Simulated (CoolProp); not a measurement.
Vapour-liquid equilibrium of n-pentane (1) + benzene (2) at 0.984 MPa; x and y are mole fractions of (1).

The numbers come from the multi-fluid Helmholtz-energy mixture model, Thol 2019 and Thol 2012; pair parameters Bell 2016 in CoolProp.

```
x      bubble temperature (K)  y at the bubble point  dew temperature at overall composition x (K)  liquid density (mol/L)
-----  ----------------------  ---------------------  --------------------------------------------  ----------------------
0.05                    444.9                  0.127                                         448.5                   8.789
0.125                   437.4                  0.278                                         445.0                   8.672
0.2                       ___                  0.395                                         441.3                   8.540
0.275                   426.1                  0.489                                         437.6                   8.397
0.35                    421.6                    ___                                         433.7                   8.248
0.425                   417.8                  0.633                                         429.6                   8.096
0.5                     414.3                  0.691                                         425.5                   7.942
0.575                   411.2                  0.744                                         421.2                   7.790
0.65                    408.4                  0.793                                         416.8                   7.639
0.725                   405.8                  0.839                                           ___                   7.491
0.8                     403.3                  0.884                                         408.0                     ___
0.875                     ___                  0.928                                         403.7                   7.206
0.95                    398.7                  0.971                                         399.7                   7.069
```

Task: Fill in the missing entries.

Result: 
- 0.2, bubble temperature (K): 431.3
- 0.35, y at the bubble point: 0.567
- 0.725, dew temperature at overall composition x (K): 412.4
- 0.8, liquid density (mol/L): 7.346
- 0.875, bubble temperature (K): 400.9

No azeotrope shows between x = 0.05 and 0.95.

Pair parameters are fitted to limited data, so mixtures are less certain than the pure fluids.
